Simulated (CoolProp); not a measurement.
Values from CoolProp's reference Helmholtz-energy equation of state, Bücker 2006.

Task: For ethane, give the phase and the isothermal compressibility (1/MPa), expansivity (1/kK), conductivity (mW/(m K)), fugacity coefficient at 329.7 K and 6930 kPa; 345.7 K and 6930 kPa.

Result: 
- 329.7 K and 6930 kPa: supercritical; isothermal compressibility 0.393, expansivity 32.8, conductivity 51.8, fugacity coefficient 0.640
- 345.7 K and 6930 kPa: supercritical; isothermal compressibility 0.265, expansivity 14.1, conductivity 42.2, fugacity coefficient 0.697

Thermal conductivity comes from a separate model (Friend 1991).
